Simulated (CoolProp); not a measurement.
The numbers come from the reference Helmholtz-energy equation of state, Tillner-Roth 1997 in CoolProp.

Give the vapour pressure (bar), liquid cp (kJ/(kg K)), vapour Z of saturated CH2F2 (R32) at 344.5 K.


```
T (K)  p (bar)  liquid cp (kJ/(kg K))  vapour Z
-----  -------  ---------------------  --------
344.5     50.2                   5.52     0.436
```
